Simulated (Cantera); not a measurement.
A Cantera script and its output.

```python
import numpy as np
import cantera as ct

gas = ct.Solution("gri30.yaml")
gas.TPX = 625, 16000, {'CH3OH': 1, 'O2': 1.07, 'N2': 3.43}
flame = ct.FreeFlame(gas, width=0.14)
flame.set_refine_criteria(ratio=3, slope=0.08, curve=0.16)
flame.transport_model = "mixture-averaged"
flame.solve(loglevel=0, auto=True)
z, T = flame.grid, flame.T
thick = (T[-1] - T[0]) / np.gradient(T, z).max()
show = ['CH3OH', 'O2', 'H', 'CH2O', 'C2H4', 'CH4']
print(f"laminar burning velocity  {flame.velocity[0] * 100:.3f} cm/s")
print(f"burnt temperature         {T[-1]:.1f} K")
print(f"thermal thickness         {thick * 1e3:.4f} mm")
print(f"grid points               {len(z)}")
z0 = z[flame.heat_release_rate.argmax()]
print(f"{'z/mm':>9s}{'T/K':>9s}{'u/(m/s)':>9s}" + "".join(f"{s:>11s}" for s in show))
rows = []
for k in (-3, -2, -1.5, -1, -0.5, -0.25, 0, 0.25, 0.5, 1, 2, 4, 8):
    zz = z0 + k * thick
    rows.append([k * thick, np.interp(zz, z, T), np.interp(zz, z, flame.velocity),
                 *(np.interp(zz, z, flame.X[gas.species_index(s)]) for s in show)])
    print(f"{rows[-1][0] * 1e3:9.3f}{rows[-1][1]:9.1f}{rows[-1][2]:9.3f}" + "".join(f"{x:11.3e}" for x in rows[-1][3:]))
```

It prints:

```
laminar burning velocity  217.871 cm/s
burnt temperature         2307.3 K
thermal thickness         1.0921 mm
grid points               149
     z/mm      T/K  u/(m/s)      CH3OH         O2          H       CH2O       C2H4        CH4
   -3.276    625.2    2.189  1.810e-01  1.936e-01  4.002e-14  7.472e-07  1.620e-10  9.204e-08
   -2.184    627.3    2.212  1.796e-01  1.919e-01  2.306e-11  1.368e-05  2.965e-09  1.020e-06
   -1.638    636.7    2.267  1.774e-01  1.894e-01  7.916e-10  9.071e-05  1.973e-08  4.671e-06
   -1.092    700.9    2.549  1.696e-01  1.808e-01  5.995e-08  8.951e-04  1.968e-07  2.783e-05
   -0.546   1045.3    4.005  1.278e-01  1.455e-01  1.478e-05  8.316e-03  1.932e-06  1.586e-04
   -0.273   1419.5    5.692  7.142e-02  1.067e-01  3.395e-04  1.718e-02  4.981e-06  3.197e-04
    0.000   1790.8    7.520  1.443e-02  6.796e-02  3.624e-03  1.187e-02  9.289e-06  4.412e-04
    0.273   1939.6    8.271  5.585e-04  4.253e-02  1.185e-02  1.287e-03  4.465e-06  2.261e-04
    0.546   1972.9    8.414  5.758e-06  2.572e-02  1.912e-02  4.015e-05  5.520e-07  5.035e-05
    1.092   1997.6    8.483  1.426e-09  1.170e-02  2.549e-02  2.667e-07  2.463e-09  1.047e-06
    2.184   2018.3    8.521  1.060e-12  7.274e-03  2.745e-02  4.253e-10  2.203e-13  8.561e-10
    4.368   2038.5    8.581  3.838e-16  6.339e-03  2.672e-02  1.916e-10  1.616e-17  1.994e-13
    8.737   2067.1    8.681  1.148e-16  5.701e-03  2.450e-02  1.977e-10  6.371e-22  1.365e-15
```

Model: GRI-Mech 3.0 (53 species, 325 reactions), integrated in Cantera. GRI-Mech 3.0 was tuned for natural gas; its chemistry of methanol as a main component is partial and can be far from experiment. Burning velocities carry a grid error of a few per cent, more on coarse grids.
